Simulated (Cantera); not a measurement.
An isothermal, constant-pressure homogeneous reactor starts with CH₃OH : O₂ : N₂ = 0.016 : 0.0094 : 1 (molar parts), equivalence ratio 2.6, at 1450 K and 6.00 bar.

Detailed kinetics in Cantera: GRI-Mech 3.0 (53 species, 325 reactions). GRI-Mech 3.0 was tuned for natural gas; its chemistry of methanol as a main component is partial and can be far from experiment.

One state of this run: x CH₃OH = 2.70e-11; x O₂ = 1.52e-12; x HO₂ = <1e-12; x OH = 2.42e-8; x O = 1.52e-12. x: mole fraction; the columns are a selection and need not sum to one.

Task: Which value of t (s) does it belong to?
A. 0.000100
B. 0.0811
C. 0.433
D. 1.00

Result: B, 0.0811
